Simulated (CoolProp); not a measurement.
Aqueous ammonia as a coolant, 13 % by mass, freezing at -19.1 °C, 1 atm.

Model: Melinder's fits for secondary coolants, in CoolProp.

```tsv
T (°C)	conductivity (W/(m K))	cp (kJ/(kg K))	density (kg/m³)	viscosity (mPa s)
-10.9	0.461	4.240	954.8	3.06
-8.3	0.465	4.236	954.4	2.76
-5.7	0.470	4.231	953.9	2.51
-3.1	0.474	4.227	953.4	2.29
-0.5	0.479	4.223	952.8	2.10
2.1	0.483	4.219	952.2	1.94
4.8	0.487	4.215	951.5	1.78
7.4	0.492	4.211	950.7	1.66
10	0.496	4.208	950.0	1.54
12.6	0.500	4.205	949.2	1.43
15.2	0.505	4.203	948.3	1.34
17.9	0.509	4.200	947.4	1.25
20.5	0.514	4.198	946.4	1.16
```
